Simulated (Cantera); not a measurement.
Input: 1 mol Si, 0.018 mol CO2, 15 mol H2, at 0.0900 Torr.

Cantera equilibrium calculation (NASA polynomials, part measured and part estimated; ideal gas, pure solids and liquids). Candidate condensed phases: C, C6H6, C7H8, C8H18, H2O, Si, SiC, SiO2; 123 gas species. Mutual solubility and eutectic melting of coexisting phases are not modelled. The tables hold silica as quartz up to 1696 K and as liquid above; real silica turns to tridymite and cristobalite and melts near 1996 K. Gases not in the tables: Si2H6 and higher silanes. Kinetics and transport are ignored.

log p: log10 of the partial pressure in bar; n: condensed amount in mol.

```tsv
T (K)	log p H2	log p H	log p Si	log p SiO	log p Si2C	n Si(s)	n SiC(s)	n SiO2(β-quartz)	n Si(l)
848	-3.92	-12.68	<-15	…	<-15	0.964	0.0180	0.0180	0
923	-3.92	-11.57	<-15	…	<-15	0.964	0.0180	0.0180	0
998	-3.92	-10.63	-15.80	…	<-15	0.964	0.0180	0.0180	0
1073	-3.92	-9.81	-14.16	…	<-15	0.963	0.0180	0.0174	0
1148	-3.92	-9.11	-12.74	…	<-15	0.957	0.0179	0.0110	0
1223	-3.92	-8.48	-11.49	-6.55	-15.48	0.947	0.0177	0	0
1298	-3.92	-7.93	-10.39	-6.55	-14.01	0.947	0.0176	0	0
1373	-3.92	-7.44	-9.41	-6.55	-12.71	0.947	0.0174	0	0
1448	-3.92	-7.00	-8.53	-6.55	-11.54	0.947	0.0172	0	0
1523	-3.92	-6.60	-7.74	-6.55	-10.48	0.946	0.0170	0	0
1598	-3.92	-6.24	-7.03	-6.56	-9.53	0.936	0.0167	0	0
1673	-3.93	-5.91	-6.38	-6.57	-8.67	0.895	0.0161	0	0
1748	-3.94	-5.61	-5.84	-6.58	-7.93	0	0.0140	0	0.757
1823	-3.96	-5.34	-5.35	-6.62	-7.28	0	0.00708	0	0.342
```

Task: Some entries are withheld; supply them.

Result: 
- 848, log p SiO: -12.54
- 923, log p SiO: -10.80
- 998, log p SiO: -9.32
- 1073, log p SiO: -8.05
- 1148, log p SiO: -6.95
